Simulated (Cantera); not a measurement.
## Equilibrium for boron, boron nitride and boron oxide: BCl3 + H2 + N2

A closed system holds: 1 mol BCl3, 26 mol H2, 1.6 mol N2.

Method: chemical equilibrium by Gibbs-energy minimisation in Cantera with the NASA 1993 tables (ideal gas, pure condensed phases). Candidate condensed phases: B, BN, NH4Cl; 21 gas species. N2 is the only nitrogen source here; it is nearly inert below about 1500 K, so the nitride shown seldom forms there in practice. The tables' values for BCl2 are old estimates. The numbers say what is thermodynamically allowed, not how fast it happens.

Problem. Map the stable condensed phases over T = 1000, 1050, 1100, 1150, 1200, 1250, 1300, 1350, 1400, 1450, 1500, 1550, 1600 °C and P in Pa = 10, 32, 100, 320, 1000, 3200, 10000, 32000, 100000.

Solution. 
```
T in °C \ P in Pa
             10     32    100    320   1000   3200  10000  32000 100000
   1600       A      A      B      B      B      B      B      B      B
   1550       A      B      B      B      B      B      B      B      B
   1500       B      B      B      B      B      B      B      B      B
   1450       B      B      B      B      B      B      B      B      B
   1400       B      B      B      B      B      B      B      B      B
   1350       B      B      B      B      B      B      B      B      B
   1300       B      B      B      B      B      B      B      B      B
   1250       B      B      B      B      B      B      B      B      B
   1200       B      B      B      B      B      B      B      B      B
   1150       B      B      B      B      B      B      B      B      B
   1100       B      B      B      B      B      B      B      B      B
   1050       B      B      B      B      B      B      B      B      B
   1000       B      B      B      B      B      B      B      B      B
```
A: gas only; B: BN.
